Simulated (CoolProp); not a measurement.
Properties of n-dodecane along the isobar 0.101 MPa.

Values from CoolProp's reference Helmholtz-energy equation of state, Lemmon 2004. It is a short technical equation, of lower accuracy than the large ones.

```
T (°C)   phase           Z  viscosity (µPa s)  conductivity (mW/(m K))  fugacity coefficient
------  ------  ----------  -----------------  -----------------------  --------------------
116.15  liquid  (withheld)                435                      115               0.04144
121.75  liquid    0.007781                414                      114               0.05227
127.25  liquid    0.007723                394                      113               0.06512
132.75  liquid    0.007668                375                      112               0.08048
138.35  liquid    0.007614                358                      111               0.09908
143.85  liquid    0.007563                342                      109                0.1207
149.45  liquid  (withheld)                326                      108                0.1464
154.95  liquid    0.007469                312                      107                0.1759
160.45  liquid    0.007425                298               (withheld)                0.2100
166.05  liquid    0.007384                286                      105                0.2499
171.55  liquid    0.007345                274                      104                0.2948
177.05  liquid    0.007309                262                      103                0.3458
182.65  liquid    0.007274                251                      102            (withheld)
188.15  liquid    0.007242                241               (withheld)                0.4696
```

Task: Fill in the missing entries.

Result: 
- 116.15, Z: 0.007843
- 149.45, Z: 0.007514
- 160.45, conductivity (mW/(m K)): 106
- 182.65, fugacity coefficient: 0.4046
- 188.15, conductivity (mW/(m K)): 101

Viscosity comes from a separate model (Huber 2004). Thermal conductivity comes from a separate model (Huber 2004).
